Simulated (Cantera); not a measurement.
Cantera run:

```python
import numpy as np
import cantera as ct

gas_names = """
    F FO FO2 F2 F2O H HF HOF HO2 H2 H2F2 H2O H2O2 H3F3 H4F4 H5F5 H6F6 H7F7 O OH O2 O3
""".split()
cond_names = """
    H2O(s) H2O(L)
""".split()


# ... load() reads the species with a 1 bar reference pressure and builds the phases ...
atoms = {
    'HF': {'H': 1, 'F': 1},
    'H2O': {'H': 2, 'O': 1},
    'O2': {'O': 2},
}
top_T = {}  # K; cautious upper limits of use, not melting points


# ... equilibrate(T, P, feed) seeds the gas with the atoms and calls Mixture.equilibrate('TP', solver="vcs", rtol=1e-11, max_steps=5000) ...
results = []
feed = {'HF': 1, 'H2O': 0.57, 'O2': 0.48}  # mol
P = 8100000  # Pa
for T in [2073, 2173, 2273, 2373, 2473, 2573, 2673, 2773, 2873, 2973, 3073, 3173, 3273]:
    mix = equilibrate(T, P, feed)
    results.append((T, P, feed, dict(zip(mix.species_names, mix.species_moles))))

top = {s: max(r[3][s] / sum(r[3][g] for g in gas_names) for r in results) for s in gas_names}
cols = sorted((s for s in top if top[s] > 1e-06), key=lambda s: -top[s])[:5]
seen = [c for c in cond_names if any(r[3].get(c, 0) > 1e-12 for r in results)]
print("log10 of partial pressures in bar; condensed amounts in mol")
print(f"{'T/K':>10s}" + "".join(f"{s[:9]:>10s}" for s in cols + seen))
for T, P, feed, n in results:
    ng = sum(n[g] for g in gas_names)
    print(f"{T:10.4g}" + "".join(f"{np.log10(max(n[s] / ng * P / 1e5, 1e-99)):10.3f}" for s in cols)
          + "".join(f"{n.get(c, 0):10.4g}" for c in seen))
```

It prints:

```
log10 of partial pressures in bar; condensed amounts in mol
       T/K        HF       H2O        O2        OH         O
      2073     1.596     1.351     1.277    -0.875    -2.301
      2173     1.596     1.350     1.276    -0.687    -2.005
      2273     1.596     1.349     1.276    -0.516    -1.735
      2373     1.596     1.347     1.274    -0.360    -1.488
      2473     1.595     1.345     1.273    -0.216    -1.261
      2573     1.595     1.342     1.271    -0.085    -1.052
      2673     1.594     1.339     1.269     0.036    -0.858
      2773     1.593     1.334     1.265     0.147    -0.679
      2873     1.592     1.328     1.262     0.249    -0.513
      2973     1.591     1.321     1.257     0.343    -0.358
      3073     1.589     1.313     1.251     0.430    -0.214
      3173     1.587     1.303     1.244     0.510    -0.080
      3273     1.584     1.291     1.236     0.583     0.045
```

These are equilibrium values from Cantera (NASA tables, ideal gas, pure condensed phases), not measurements of a reactor. The ideal-gas law is rough above about 30 bar.
